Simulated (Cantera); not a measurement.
Feed: 1 mol SiH4, 0.77 mol N2, 0.85 mol H2, at 0.0133 bar.

Method: chemical equilibrium by Gibbs-energy minimisation in Cantera with the NASA 1993 tables (ideal gas, pure condensed phases). Candidate condensed phases: Si, Si3N4; 18 gas species. N2 is the only nitrogen source here; it is nearly inert below about 1500 K, so the nitride shown seldom forms there in practice. Kinetics and transport are ignored.

Task: At 1323 K, list the 3 most abundant gas species with their mole fractions, and the condensed phases.

Result: H2 0.965, N2 0.0350, H 1.35e-5. Condensed: Si3N4(s).
